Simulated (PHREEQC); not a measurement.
Synthetic water in mmol/kgw, 20 °C, pH 2.55, pe 12.7:

```csv
constituent,mmol/kgw
Na,2.93
K,1.09
Ca,2.43
Mg,0.667
Cl,1.29
S(6),7.24
Zn,0.0673
Br,0.0309
B,0.0071
Cu(2),0.0175
```

Valence states are taken as typed.

All values are PHREEQC results (ion-association model, phreeqc.dat), not measurements.

| quantity | before | after |
|---|---|---|
| ionic strength (mol/kgw) | 0.0204 | 0.0699 |
| SO4-2 (mol/kgw) | 0.00547 | 0.0205 |
| Ca+2 (mol/kgw) | 0.00183 | 0.00591 |
| HSO4- (mol/kgw) | 0.000900 | 0.00264 |
| CaSO4 (mol/kgw) | 0.000584 | 0.00373 |
| Mg+2 (mol/kgw) | 0.000481 | 0.00150 |
| SI of Gypsum (CaSO4:2H2O) | -0.88 | -0.07 |
| SI of Halite (NaCl) | -7.12 | -6.00 |

Task: What was changed between the two runs?
A) all concentrations times 4 at the same typed pH
B) temperature from 20 to 90 °C at the same typed pH
C) Br from 0.0309 to 0.0618 mmol/kgw

Result: A, all concentrations times 4 at the same typed pH

This is a speciation only: nothing precipitates in the calculation.
